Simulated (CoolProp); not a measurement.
C3F8 (R218) along the isotherm 390.9 K: Z from the reference equation and from simpler models built on Tc = 345.0 K, pc = 2.640 MPa, ω = 0.317; each cubic takes its own stable root.

Values from CoolProp's reference Helmholtz-energy equation of state, Lemmon 2006. It is a short technical equation, of lower accuracy than the large ones.

| p (MPa) | phase | reference | van der Waals | Redlich-Kwong | Peng-Robinson |
|---|---|---|---|---|---|
| 0.495 | gas | 0.9597 | 0.9577 | 0.9547 | 0.9526 |
| 0.99 | gas | 0.9169 | 0.9124 | 0.9073 | 0.9041 |
| 1.49 | gas | [?] | [?] | 0.8569 | [?] |
| 1.98 | gas | 0.8224 | [?] | 0.8045 | 0.8038 |
| 2.48 | gas | 0.7699 | 0.7482 | 0.7477 | 0.7516 |
| 2.97 | supercritical | 0.7157 | 0.6793 | 0.6883 | 0.7001 |
| 3.47 | supercritical | 0.6592 | 0.5976 | 0.6247 | 0.6483 |
| 3.96 | supercritical | 0.6052 | [?] | 0.5637 | 0.6009 |

Q: Complete the blanks.

A: 
- 1.49, reference: 0.8707
- 1.49, van der Waals: 0.8628
- 1.49, Peng-Robinson: 0.8540
- 1.98, van der Waals: 0.8093
- 3.96, van der Waals: 0.5176
